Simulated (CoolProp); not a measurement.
Model: reference Helmholtz-energy equation of state, Akasaka 2023, in CoolProp.

Problem. For R1336mzz(E), give the phase and the cp (kJ/(kg K)) at 410 K and 0.0684 bar; 410 K and 0.107 bar; 410 K and 0.258 bar.

Solution. 
- 410 K and 0.0684 bar: gas; cp 0.909
- 410 K and 0.107 bar: gas; cp 0.909
- 410 K and 0.258 bar: gas; cp 0.910
